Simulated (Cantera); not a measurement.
Cantera run, input and output.

```python
import numpy as np
import cantera as ct

gas = ct.Solution("SiF4_NH3_mec.yaml", "gas")
gas.TPX = 2350, 4100, {'NH3': 1, 'H2': 1.2}
inlet = ct.Reservoir(gas, clone=True)

reactor = ct.IdealGasConstPressureReactor(gas, energy="off", clone=False)
exhaust = ct.Reservoir(gas, clone=True)
tau = [7.6, 1.7, 0.36, 0.08, 0.017, 0.0038, 0.00084, 0.00018][0]
for a, b in ((inlet, reactor), (reactor, exhaust)):
    ct.MassFlowController(a, b, mdot=lambda t: reactor.mass / tau)
net = ct.ReactorNet([reactor])
show = ['NH3', 'H2', 'N2H2', 'N2H4', 'NH2', 'H', 'NH']

rows = []
print(f"{'tau/s':>10s}{'T/K':>9s}" + "".join(f"{s:>11s}" for s in show))
for tau in [7.6, 1.7, 0.36, 0.08, 0.017, 0.0038, 0.00084, 0.00018]:
    net.initial_time = 0.0
    net.advance(30 * tau)
    before = gas.X
    net.advance(40 * tau)
    drift = np.max(np.abs(gas.X - before) / (gas.X + 1e-9))
    rows.append([gas.T, *gas[show].X, drift])
    print(f"{tau:10.3e}{gas.T:9.1f}" + "".join(f"{x:11.3e}" for x in gas[show].X))
```

Result:

```
     tau/s      T/K        NH3         H2       N2H2       N2H4        NH2          H         NH
 7.600e+00   2350.0  8.153e-05  8.002e-01  3.038e-09  3.959e-13  1.531e-05  4.718e-02  1.851e-05
 1.700e+00   2350.0  1.189e-03  8.261e-01  5.080e-08  1.202e-11  8.383e-05  1.826e-02  3.783e-05
 3.600e-01   2350.0  2.755e-02  8.212e-01  5.914e-07  4.094e-10  4.878e-04  4.550e-03  5.426e-05
 8.000e-02   2350.0  1.156e-01  7.648e-01  2.591e-06  2.653e-09  1.241e-03  2.574e-03  8.087e-05
 1.700e-02   2350.0  2.825e-01  6.555e-01  7.169e-06  8.839e-09  2.265e-03  1.651e-03  1.041e-04
 3.800e-03   2350.0  4.017e-01  5.773e-01  1.026e-05  1.351e-08  2.801e-03  1.267e-03  1.076e-04
 8.400e-04   2350.0  4.433e-01  5.504e-01  7.749e-06  1.136e-08  2.568e-03  1.003e-03  8.238e-05
 1.800e-04   2350.0  4.527e-01  5.455e-01  1.094e-06  2.546e-09  1.216e-03  4.612e-04  1.920e-05
```

Cantera simulation using the gas-phase N/H chemistry of the illustrative SiF4/NH3 mechanism in the Surface Chemkin manual (1991); the numbers are that mechanism's predictions, not measurements. Walls and surfaces, which speed up NH3 decomposition in real reactors, are not modelled.
